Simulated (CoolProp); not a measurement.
The numbers come from the reference Helmholtz-energy equation of state, Platzer 1990 in CoolProp. This equation is an older, rougher fit; its heat capacities, sound speeds and derivatives of the liquid may be far off and weren't checked against measurements.

Give the vapour pressure (kPa), liquid density (kg/m³), enthalpy of vaporisation (kJ/kg), surface tension (mN/m) of saturated CF4 (R14) at 175.2 K.


| T (K) | p (kPa) | liquid density (kg/m³) | enthalpy of vaporisation (kJ/kg) | surface tension (mN/m) |
|---|---|---|---|---|
| 175.2 | 566 | 1430 | 115 | 6.83 |

Surface tension comes from a separate correlation (Mulero 2012).
